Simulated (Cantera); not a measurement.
A closed system holds: 1 mol SiH4, 8 mol CO2, at 5.10 Pa.

Equilibrium computed with Cantera from the NASA thermochemical tables; the gas is ideal and each condensed phase is pure. Candidate condensed phases: C, C6H6, C7H8, C8H18, H2O, Si, SiC, SiO2; 123 gas species. The tables hold silica as quartz up to 1696 K and as liquid above; real silica turns to tridymite and cristobalite and melts near 1996 K. Rates play no part.

Which condensed phases are stable at each of these points (T (°C)): 1427, 1477, 1527, 1577, 1627, 1677, 1727?


| T (°C) | condensed phases | Si condensed (%) |
|---|---|---|
| 1427 | SiO2(condensed) | 98.7 |
| 1477 | SiO2(condensed) | 96.4 |
| 1527 | SiO2(condensed) | 90.7 |
| 1577 | SiO2(condensed) | 77.2 |
| 1627 | SiO2(condensed) | 46.9 |
| 1677 | gas only | 0.0 |
| 1727 | gas only | 0.0 |

From 1427 °C to 1627 °C the condensed part is SiO2(condensed). From 1677 °C to 1727 °C nothing is condensed.
